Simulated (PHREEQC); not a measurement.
# Polishing slurry liquid: speciation

Dissolve 0.017 mol TMAH, 0.00015 mol K2SO4 and 0.0078 mol H3BO3 per kg of water at 31 °C. Closed to the air; pH follows from the charge balance.

Computed with PHREEQC (ion-association model, phreeqc.dat).

No solid was allowed to form.

### Question
What pH does the model give?

### Answer
pH 11.71.

(CH3)4N+ isn't in the database: it is added as a free cation with an ion size of 4 Å.
